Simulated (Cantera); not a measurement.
An adiabatic, constant-pressure homogeneous reactor starts with 2.71 % CH4, 1.98 % H2, 20.0 % O2, 75.3 % N2, at 1475 K and 29.0 bar.

Cantera simulation using GRI-Mech 3.0 (53 species, 325 reactions); the numbers are that mechanism's predictions, not measurements. The pressure lies above the range GRI-Mech 3.0 was tuned for (to about 10 atm).

Question: Predict: time of steepest temperature rise; temperature at 0.200 s; equilibrium temperature; x(H2) at 0.200 s; x(O2) at 0.200 s; x(N2O) at 0.200 s; x(CO) at 0.200 s.

Answer: 
| Item | Result |
|---|---|
| time of steepest temperature rise | 17.2 µs |
| temperature at 0.200 s | 2164 K |
| equilibrium temperature | 2164 K |
| x(H2) at 0.200 s | 3.45e-5 (gas-phase equilibrium 3.45e-5) |
| x(O2) at 0.200 s | 0.133 (gas-phase equilibrium 0.132) |
| x(N2O) at 0.200 s | 2.66e-6 (gas-phase equilibrium 2.66e-6) |
| x(CO) at 0.200 s | 6.57e-5 (gas-phase equilibrium 6.56e-5) |
